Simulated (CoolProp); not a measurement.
Carbonyl sulfide along the isotherm 620 K: density (kg/m³) from the reference equation and from simpler models built on Tc = 378.8 K, pc = 6.369 MPa, ω = 0.098; each cubic takes its own stable root.

The numbers come from the reference Helmholtz-energy equation of state, Lemmon 2006 in CoolProp. It is a short technical equation, of lower accuracy than the large ones.

```
p (MPa)          phase  reference
-------  -------------  ---------
0.158              gas      1.844
0.232              gas      2.710
0.341              gas      3.987
0.5                gas      5.856
0.734              gas      8.616
1.08               gas      12.72
1.58               gas      18.70
2.32               gas      27.65
3.41               gas      41.07
5                  gas      61.12
7.34     supercritical      91.59
10.8     supercritical      138.5
15.8     supercritical      209.0
23.2     supercritical      312.5
34.1     supercritical      443.6
50       supercritical      577.5
```

Q: How far does each simpler model (Soave-Redlich-Kwong, Peng-Robinson) lie from the reference over these 16 states: mean and median of the absolute difference, and the worst?

A: 
- Soave-Redlich-Kwong: mean 1.6 %, median 0.4 %, worst -6.2 % at 620 K and 34.1 MPa
- Peng-Robinson: mean 0.5 %, median 0.3 %, worst +1.7 % at 620 K and 50 MPa
